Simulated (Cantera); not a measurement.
An isothermal, constant-pressure homogeneous reactor starts with CH4 : H2O : N2 = 1 : 1.8 : 0.003 (molar parts), at 1448 K and 35000 Pa.

Model: GRI-Mech 3.0 (53 species, 325 reactions), integrated in Cantera.

Question: Predict: x(CH4) at 60.0 s; x(H2O) at 60.0 s; x(CO) at 60.0 s; x(C2H4) at 60.0 s.

Answer: 
* **x(CH4) at 60.0 s**: 0.0426 (gas-phase equilibrium 3.45e-7)
* **x(H2O) at 60.0 s**: 0.274 (gas-phase equilibrium 0.148)
* **x(CO) at 60.0 s**: 0.109 (gas-phase equilibrium 0.190)
* **x(C2H4) at 60.0 s**: 0.00257 (gas-phase equilibrium <1e-12)
